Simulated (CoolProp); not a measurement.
Vapour-liquid equilibrium of n-octane (1) + p-xylene (2) at 151.75 °C; x and y are mole fractions of (1).

The numbers come from the multi-fluid Helmholtz-energy mixture model, Beckmüller 2019 and Zhou 2012; pair parameters Bell 2016 in CoolProp.

| x | bubble pressure (MPa) | y at the bubble point | dew pressure at overall composition x (MPa) | liquid density (mol/L) |
|---|---|---|---|---|
| 0.05 | 0.1482 | 0.080 | 0.1464 | 6.847 |
| 0.15 | 0.1571 | 0.216 | 0.1528 | 6.619 |
| 0.25 | 0.1646 | 0.331 | 0.1593 | 6.405 |
| 0.35 | 0.1711 | 0.432 | 0.1658 | 6.203 |
| 0.45 | 0.1768 | 0.526 | 0.1722 | 6.011 |
| 0.55 | 0.1818 | 0.615 | 0.1782 | 5.830 |
| 0.65 | 0.1862 | 0.701 | 0.1837 | 5.659 |
| 0.75 | 0.1902 | 0.786 | 0.1886 | 5.496 |
| 0.85 | 0.1938 | 0.871 | 0.1930 | 5.342 |
| 0.95 | 0.1970 | 0.957 | 0.1968 | 5.195 |

No azeotrope shows between x = 0.05 and 0.95.

Pair parameters are fitted to limited data, so mixtures are less certain than the pure fluids.
